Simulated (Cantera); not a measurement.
Charge: 1 mol SiHCl₃, 2.2 mol HCl, 7.7 mol N₂.

Equilibrium computed with Cantera from the NASA thermochemical tables; the gas is ideal and each condensed phase is pure. Candidate condensed phases: NH₄Cl, Si, Si₃N₄; 28 gas species. N₂ is the only nitrogen source here; it is nearly inert below about 1500 K, so the nitride shown seldom forms there in practice. The tables' values for SiCl₃ are old estimates. Kinetics and transport are ignored.

Stable condensed phases, one row left out:

```
T in °C \ P in Pa
            100    230    540   1300   2900   6800  16000  37000  86000 200000
   1402       A      A      A      A      A      A      A      A      A      B
   1302       A      A      A      A      A      A      A      B      B      B
   1102       A      A      B      B      B      B      B      B      B      B
   1002       B      B      B      B      B      B      B      B      B      B
    902       B      B      B      B      B      B      B      B      B      B
    802       B      B      B      B      B      B      B      B      B      B
    702       B      B      B      B      B      B      B      B      B      B
    602       B      B      B      B      B      B      B      B      B      B
```

A: gas only; B: Si₃N₄.

**Question.** Give the row for 1202 °C.

**Answer.** 100: gas only; 230: gas only; 540: gas only; 1300: gas only; 2900: gas only; 6800: Si₃N₄; 16000: Si₃N₄; 37000: Si₃N₄; 86000: Si₃N₄; 200000: Si₃N₄.
